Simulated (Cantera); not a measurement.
A closed system holds: 1 mol Si₃N₄, 1.6 mol CO₂, 4 mol H₂, at 10.0 Torr.

Method: chemical equilibrium by Gibbs-energy minimisation in Cantera with the NASA 1993 tables (ideal gas, pure condensed phases). Candidate condensed phases: C, C₆H₆, C₇H₈, C₈H₁₈, H₂O, Si, SiC, SiO₂, Si₂N₂O, Si₃N₄; 151 gas species. Mutual solubility and eutectic melting of coexisting phases are not modelled. The tables hold silica as quartz up to 1696 K and as liquid above; real silica turns to tridymite and cristobalite and melts near 1996 K. Gases not in the tables: Si₂H₆ and higher silanes. The numbers say what is thermodynamically allowed, not how fast it happens.

Task: What share of the Si ends up in condensed phases as a function of T (K), at 1150, 1250, 1350, 1450, 1550, 1650, 1750, 1850, 1950, 2050?

Result: 
```
T (K)  Si condensed (%)                          as
-----  ----------------  --------------------------
1150              100.0  SiO₂(β-quartz) + Si₂N₂O(s)
1250              100.0  SiO₂(β-quartz) + Si₂N₂O(s)
1350              100.0  SiO₂(β-quartz) + Si₂N₂O(s)
1450               99.9  SiO₂(β-quartz) + Si₂N₂O(s)
1550               98.8  SiO₂(β-quartz) + Si₂N₂O(s)
1650               93.3                   Si₂N₂O(s)
1750               73.7          SiC(s) + Si₂N₂O(s)
1850               23.3                      SiC(s)
1950               23.0                      SiC(s)
2050               22.4              Si(l) + SiC(s)
```
